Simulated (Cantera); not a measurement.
Input: 1 mol C₂F₆, 0.071 mol HCl, 2.5 mol H₂, equilibrated at 0.00120 bar.

Method: chemical equilibrium by Gibbs-energy minimisation in Cantera with the NASA 1993 tables (ideal gas, pure condensed phases). Candidate condensed phases: C, C₆H₆, C₇H₈, C₈H₁₈; 118 gas species. The feed counts by its element totals alone. Gases not in the tables: C₂F₆ and larger saturated fluorocarbons. The numbers say what is thermodynamically allowed, not how fast it happens.

Problem. At 1702 °C, list the 5 most abundant gas species with their mole fractions, and the condensed phases.

Solution. HF 0.896, F 0.0470, CF₂ 0.0305, CF₄ 0.0136, Cl 0.0124. Condensed: C(graphite).
